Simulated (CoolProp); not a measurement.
Vapour-liquid equilibrium of CH2F2 (R32) (1) + R227EA (2) at 302.5 K; x and y are mole fractions of (1).

Values from CoolProp's multi-fluid Helmholtz-energy mixture model, Tillner-Roth 1997 and Lemmon 2016; pair parameters Bell 2016.

Task: Give the bubble pressure and the first vapour's composition at x = 0.575, 0.65, 0.95. Is there an azeotrope?

Result: x = 0.575: 1342 kPa, y = 0.779; x = 0.65: 1442 kPa, y = 0.821; x = 0.95: 1830 kPa, y = 0.974. No azeotrope shows between x = 0.05 and 0.95.

The pair parameters rest on a limited set of measurements; away from them the model extrapolates.
